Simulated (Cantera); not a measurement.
**Equilibrium for carbothermic reduction: CuO + CO + H₂**

A closed system holds: 1 mol CuO, 0.57 mol CO, 4.9 mol H₂, at 26.0 Pa.

Method: chemical equilibrium by Gibbs-energy minimisation in Cantera with the NASA 1993 tables (ideal gas, pure condensed phases). Candidate condensed phases: C, C₆H₆, C₇H₈, C₈H₁₈, Cu, CuO, Cu(OH)₂, Cu₂O, H₂O; 113 gas species. The numbers say what is thermodynamically allowed, not how fast it happens.

```csv
T (K),x H,x H₂,x Cu,x H₂O,x CO,x O,x OH,x CO₂
1850,0.0256,0.587,0.153,0.147,0.0819,1.57e-5,0.000473,0.00510
1950,0.0534,0.565,0.150,0.144,0.0810,8.68e-5,0.00124,0.00470
2050,0.102,0.526,0.146,0.139,0.0791,0.000411,0.00294,0.00437
2150,0.179,0.466,0.140,0.128,0.0757,0.00170,0.00631,0.00405
2250,0.285,0.384,0.131,0.107,0.0708,0.00615,0.0120,0.00363
2350,0.414,0.287,0.118,0.0745,0.0644,0.0181,0.0185,0.00290
2450,0.545,0.192,0.104,0.0369,0.0576,0.0388,0.0206,0.00184
2550,0.650,0.113,0.0935,0.0125,0.0524,0.0591,0.0157,0.000913
```
x: gas mole fraction; nothing condenses.

From 1850 K to 2550 K nothing is condensed. The main Cu-bearing gas is Cu throughout.
